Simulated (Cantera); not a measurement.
Input: 1 mol C2H2, 0.99 mol H2O, 4 mol H2, held at 2075 K and 10.0 mbar.

Equilibrium computed with Cantera from the NASA thermochemical tables; the gas is ideal and each condensed phase is pure. Candidate condensed phases: C, C6H6, C7H8, C8H18, H2O; 110 gas species. Rates play no part.

Base state: H2 0.835, CO 0.140, H 0.0243, C2H2 (acetylene) 0.00104 (mole fractions); condensed: C(graphite).

What changes in the equilibrium state with this change: pressure from 10.0 mbar to 97.0 mbar?


| species | before | after |
|---|---|---|
| H2 | 0.835 | 0.850 |
| CO | 0.140 | 0.141 |
| H | 0.0243 | 0.00788 |
| CH4 | 2.44e-6 | 2.45e-5 |
| C2H2 (acetylene) | 0.00104 | 0.00105 |
| C(graphite), mol | 0.995 | 0.995 |
